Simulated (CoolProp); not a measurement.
c-C4F8 (RC318) at 414.76 K and 9.15 MPa is throttled through a valve to 3.02 MPa with no heat exchange. Each further row changes one setting.

Values from CoolProp's reference Helmholtz-energy equation of state, Platzer 1990. This equation is an older, rougher fit; its heat capacities, sound speeds and derivatives of the liquid may be far off and weren't checked against measurements.

```tsv
case	temperature change (K)	final phase	final density (kg/m³)
as stated	-21.6	supercritical	569
outlet pressure 0.906 MPa	-66.9	gas	77.2
outlet pressure 3.93 MPa	-11.7	supercritical	771
```
